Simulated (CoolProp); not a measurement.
Nitrogen at several states: fugacity coefficient from the reference equation and from simpler models built on Tc = -147.0 °C, pc = 3.396 MPa, ω = 0.037; each cubic takes its own stable root.

Values from CoolProp's reference Helmholtz-energy equation of state, Span 2000.

```
T (°C)  p (MPa)          phase  reference
------  -------  -------------  ---------
439.95    0.949            gas      1.004
310.35     6.74  supercritical      1.030
651.25    0.082            gas      1.000
695.65     17.4  supercritical      1.064
322.95   0.0364            gas      1.000
```

Task: How far does each simpler model (van der Waals, Redlich-Kwong, Soave-Redlich-Kwong, Peng-Robinson) lie from the reference over these 5 states: mean and median of the absolute difference, and the worst?

Result: 
- van der Waals: mean 0.6 %, median 0.1 %, worst -1.4 % at 310.35 °C and 6.74 MPa
- Redlich-Kwong: mean 0.6 %, median 0.1 %, worst -1.7 % at 695.65 °C and 17.4 MPa
- Soave-Redlich-Kwong: mean 0.1 %, median 0.0 %, worst -0.5 % at 695.65 °C and 17.4 MPa
- Peng-Robinson: mean 0.4 %, median 0.1 %, worst -1.2 % at 695.65 °C and 17.4 MPa
